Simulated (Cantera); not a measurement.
A perfectly stirred reactor is fed with C₃H₈ : H₂ = 2.5 : 110 (molar parts), at 0.0267 bar; it is held at 1900 K, and followed from long to short residence time.

Model: GRI-Mech 3.0 (53 species, 325 reactions), integrated in Cantera. GRI-Mech 3.0 was tuned for natural gas; its chemistry of propane as a main component is partial and can be far from experiment. GRI-Mech 3.0 stops at C3 and has no aromatics, soot or wall deposition, so with more carbon than oxygen in the feed, carbon stays in small species such as C2H2 where larger ones or solid carbon would form. Radical loss at walls, strong at low pressure, is not modelled.

x: mole fraction; the columns are a selection and need not sum to one.

```json
[
 {"τ (s)": "0.35", "x C₃H₈": "(withheld)", "x H₂": "0.961", "x C₂H₄": "3.24e-5", "x C₂H₂": "0.0280", "x CH₂": "2.76e-6"},
 {"τ (s)": "0.16", "x C₃H₈": "(withheld)", "x H₂": "0.959", "x C₂H₄": "5.81e-5", "x C₂H₂": "0.0266", "x CH₂": "3.68e-6"},
 {"τ (s)": "0.071", "x C₃H₈": "(withheld)", "x H₂": "0.958", "x C₂H₄": "0.000112", "x C₂H₂": "0.0249", "x CH₂": "4.85e-6"},
 {"τ (s)": "0.032", "x C₃H₈": "(withheld)", "x H₂": "0.955", "x C₂H₄": "0.000217", "x C₂H₂": "0.0228", "x CH₂": "6.25e-6"},
 {"τ (s)": "0.014", "x C₃H₈": "(withheld)", "x H₂": "0.953", "x C₂H₄": "0.000423", "x C₂H₂": "0.0207", "x CH₂": "7.93e-6"},
 {"τ (s)": "0.0065", "x C₃H₈": "(withheld)", "x H₂": "0.951", "x C₂H₄": "0.000780", "x C₂H₂": "0.0187", "x CH₂": "9.65e-6"},
 {"τ (s)": "0.0029", "x C₃H₈": "(withheld)", "x H₂": "0.949", "x C₂H₄": "0.00147", "x C₂H₂": "0.0166", "x CH₂": "1.15e-5"},
 {"τ (s)": "0.0013", "x C₃H₈": "(withheld)", "x H₂": "0.948", "x C₂H₄": "0.00271", "x C₂H₂": "0.0143", "x CH₂": "1.33e-5"},
 {"τ (s)": "0.00059", "x C₃H₈": "(withheld)", "x H₂": "0.948", "x C₂H₄": "0.00466", "x C₂H₂": "0.0115", "x CH₂": "1.50e-5"}
]
```

Task: Fill in the missing entries.

Result: 
- 0.35, x C₃H₈: 1.30e-6
- 0.16, x C₃H₈: 2.87e-6
- 0.071, x C₃H₈: 6.50e-6
- 0.032, x C₃H₈: 1.43e-5
- 0.014, x C₃H₈: 3.20e-5
- 0.0065, x C₃H₈: 6.70e-5
- 0.0029, x C₃H₈: 0.000145
- 0.0013, x C₃H₈: 0.000313
- 0.00059, x C₃H₈: 0.000667
